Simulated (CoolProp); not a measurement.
The numbers come from the reference Helmholtz-energy equation of state, Lemmon and Jacobsen 2000 in CoolProp.

**Question.** Give the vapour pressure (MPa), liquid cp (kJ/(kg K)), liquid viscosity (µPa s), liquid conductivity (mW/(m K)) of saturated R143a at 207.8, 245.9, 258.6 K.

**Answer.** 
```csv
T (K),p (MPa),liquid cp (kJ/(kg K)),liquid viscosity (µPa s),liquid conductivity (mW/(m K))
207.8,0.0394,1.28,262,111
245.9,0.240,1.38,181,92.4
258.6,0.383,1.43,162,86.8
```

Viscosity comes from a separate model (Klein 1997), an estimate that may be off by 10 % or more. Thermal conductivity comes from a separate model (McLinden 2000), an estimate that may be off by 10 % or more.
